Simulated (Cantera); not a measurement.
Charge: 1 mol Al(CH3)3, 0.24 mol H2O, 1 mol N2, 0.78 mol N2O, held at 1873 K and 10.0 mbar.

Cantera equilibrium calculation (NASA polynomials, part measured and part estimated; ideal gas, pure solids and liquids). The feed counts by its element totals alone. The numbers say what is thermodynamically allowed, not how fast it happens.

```
species             before     after
----------------  --------  --------
H2O                1.92e-7     0.609
H2                   0.663     0.255
CO                   0.144    0.0522
N2                   0.181    0.0490
CO2                1.01e-8    0.0304
Al                 0.00367     <1e-9
HCN                0.00299     <1e-9
OH                   <1e-9  0.000604
C2H2 (acetylene)  0.000207     <1e-9
HNC               0.000133     <1e-9
AlH               0.000113     <1e-9
Al2O               4.45e-5     <1e-9
AlN(s), mol          0.972         0
C(graphite), mol      1.96         0
Al2O3(s), mol            0     0.500
```
Gas species are given as mole fractions.

Question: Name the change that produced these shifts.
A) temperature from 1873 K to 1698 K
B) temperature from 1873 K to 1623 K
C) H2O from 0.24 to 27 mol
D) pressure from 10.0 mbar to 4.60 mbar

Answer: C, H2O from 0.24 to 27 mol
